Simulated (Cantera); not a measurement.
Input (Python, Cantera) and output of one run.

```python
import numpy as np
import cantera as ct

gas_names = """
    Cs CsO CsOH Cs2 Cs2O Cs2O2H2 H HO2 H2 H2O H2O2 O OH O2 O3
""".split()
cond_names = """
    Cs(cr) Cs(L) CsOH(a) CsOH(b) CsOH(c) CsOH(L) H2O(s) H2O(L)
""".split()


# ... load() reads the species with a 1 bar reference pressure and builds the phases ...
atoms = {
    'CsOH': {'Cs': 1, 'O': 1, 'H': 1},
    'H2': {'H': 2},
}
top_T = {}  # K; cautious upper limits of use, not melting points


# ... equilibrate(T, P, feed) seeds the gas with the atoms and calls Mixture.equilibrate('TP', solver="vcs", rtol=1e-11, max_steps=5000) ...
results = []
feed = {'CsOH': 1, 'H2': 0.16}  # mol
P = 1500  # Pa
for T in [1700, 1750, 1800, 1850, 1900, 1950, 2000, 2050]:
    mix = equilibrate(T, P, feed)
    results.append((T, P, feed, dict(zip(mix.species_names, mix.species_moles))))
    x = sorted(zip(gas.X, gas.species_names), reverse=True)
    print(f"T = {T:g} K  P = {P:g} Pa  gas = {mix.phase_moles(0):.4g} mol")
    print("   x: " + "  ".join(f"{s} {v:.3e}" for v, s in x if v > 0.0001))
    print("   condensed (mol): " + ("  ".join(f"{mix.phase(i).name} {mix.phase_moles(i):.4g}"
          for i in range(1, mix.n_phases) if mix.phase_moles(i) > 1e-12) or "none"))
```

Output:

```
T = 1700 K  P = 1500 Pa  gas = 1.302 mol
   x: CsOH 5.503e-01  Cs 2.178e-01  H2O 2.177e-01  H2 1.400e-02  H 1.423e-04  OH 1.144e-04
   condensed (mol): none
T = 1750 K  P = 1500 Pa  gas = 1.306 mol
   x: CsOH 5.430e-01  Cs 2.228e-01  H2O 2.225e-01  H2 1.125e-02  OH 2.336e-04  H 2.014e-04
   condensed (mol): none
T = 1800 K  P = 1500 Pa  gas = 1.309 mol
   x: CsOH 5.366e-01  Cs 2.270e-01  H2O 2.263e-01  H2 9.043e-03  OH 4.595e-04  H 2.780e-04  O2 1.212e-04
   condensed (mol): none
T = 1850 K  P = 1500 Pa  gas = 1.314 mol
   x: CsOH 5.298e-01  Cs 2.314e-01  H2O 2.296e-01  H2 7.368e-03  OH 8.691e-04  O2 4.649e-04  H 3.776e-04  CsO 1.060e-04
   condensed (mol): none
T = 1900 K  P = 1500 Pa  gas = 1.32 mol
   x: CsOH 5.196e-01  Cs 2.375e-01  H2O 2.327e-01  H2 6.263e-03  OH 1.565e-03  O2 1.562e-03  H 5.128e-04  CsO 1.948e-04
   condensed (mol): none
T = 1950 K  P = 1500 Pa  gas = 1.334 mol
   x: CsOH 5.014e-01  Cs 2.480e-01  H2O 2.366e-01  H2 5.812e-03  O2 4.238e-03  OH 2.638e-03  H 7.136e-04  CsO 3.277e-04  O 2.399e-04
   condensed (mol): none
T = 2000 K  P = 1500 Pa  gas = 1.356 mol
   x: CsOH 4.728e-01  Cs 2.643e-01  H2O 2.418e-01  O2 8.925e-03  H2 6.029e-03  OH 4.129e-03  H 1.031e-03  O 5.161e-04  CsO 4.964e-04
   condensed (mol): none
T = 2050 K  P = 1500 Pa  gas = 1.386 mol
   x: CsOH 4.356e-01  Cs 2.853e-01  H2O 2.478e-01  O2 1.522e-02  H2 6.842e-03  OH 6.064e-03  H 1.532e-03  O 9.801e-04  CsO 6.856e-04
   condensed (mol): none
```

Equilibrium computed with Cantera from the NASA thermochemical tables; the gas is ideal and each condensed phase is pure.
